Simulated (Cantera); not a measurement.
Feed: 1 mol C2H2, 0.029 mol O2, 76 mol H2, at 100000 Pa.

Method: chemical equilibrium by Gibbs-energy minimisation in Cantera with the NASA 1993 tables (ideal gas, pure condensed phases). Candidate condensed phases: C, C6H6, C7H8, C8H18, H2O; 110 gas species. Rates play no part.

Problem. At 1750 K, list the 4 most abundant gas species with their mole fractions, and the condensed phases.

Solution. H2 0.998, CH4 0.000910, CO 0.000753, H 0.000232. Condensed: C(graphite).
